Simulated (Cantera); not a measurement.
An isothermal, constant-pressure homogeneous reactor starts with NH3 : H2 = 1 : 12 (molar parts), at 1925 K and 0.0263 atm. Integrator tolerance rtol = 1e-08.

Computed with Cantera and the gas-phase N/H chemistry of the illustrative SiF4/NH3 mechanism in the Surface Chemkin manual (1991). Walls and surfaces, which speed up NH3 decomposition in real reactors, are not modelled.

Q: What does this change do: temperature 1925 to 1700 K?

A: 
```
quantity                                            before                                      after
----------------  ----------------------------------------  -----------------------------------------
x(NH3) at 100 s    4.48e-6 (gas-phase equilibrium 1.08e-7)     0.0131 (gas-phase equilibrium 1.72e-7)
x(H2) at 100 s         0.959 (gas-phase equilibrium 0.959)        0.957 (gas-phase equilibrium 0.963)
x(N2) at 100 s       0.0356 (gas-phase equilibrium 0.0356)      0.0296 (gas-phase equilibrium 0.0357)
x(NH) at 100 s    1.75e-8 (gas-phase equilibrium 4.19e-10)   4.27e-7 (gas-phase equilibrium 2.20e-11)
x(N2H4) at 100 s     <1e-12 (gas-phase equilibrium <1e-12)    5.27e-11 (gas-phase equilibrium <1e-12)
x(H) at 100 s      0.00577 (gas-phase equilibrium 0.00577)  0.000448 (gas-phase equilibrium 0.000892)
x(NH2) at 100 s    7.63e-8 (gas-phase equilibrium 1.83e-9)   1.55e-5 (gas-phase equilibrium 4.03e-10)
```
